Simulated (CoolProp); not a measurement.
Vapour-liquid equilibrium of chloromethane (R40) (1) + isobutene (2) at 201 kPa; x and y are mole fractions of (1).

Values from CoolProp's multi-fluid Helmholtz-energy mixture model, Thol 2014 and Lemmon 2005; pair parameters Bell 2016.

| x | bubble temperature (K) | y at the bubble point | dew temperature at overall composition x (K) | liquid density (mol/L) |
|---|---|---|---|---|
| 0.05 | 283.0 | 0.109 | 284.1 | 11.06 |
| 0.15 | 279.6 | 0.280 | 282.2 | 11.65 |
| 0.25 | 277.0 | 0.411 | ___ | 12.27 |
| 0.35 | 274.8 | 0.518 | ___ | 12.95 |
| 0.45 | 273.0 | 0.608 | 276.2 | 13.68 |
| 0.55 | 271.4 | 0.688 | ___ | 14.48 |
| 0.65 | 270.0 | 0.762 | 272.2 | 15.37 |
| 0.75 | 268.8 | 0.832 | 270.3 | 16.34 |
| 0.85 | 267.7 | 0.900 | ___ | 17.42 |
| 0.95 | 266.6 | 0.967 | 266.9 | 18.62 |

Question: Fill in the missing entries.

Answer: 
- 0.25, dew temperature at overall composition x (K): 280.2
- 0.35, dew temperature at overall composition x (K): 278.2
- 0.55, dew temperature at overall composition x (K): 274.1
- 0.85, dew temperature at overall composition x (K): 268.5

No azeotrope shows between x = 0.05 and 0.95.

Pair parameters are fitted to limited data, so mixtures are less certain than the pure fluids.
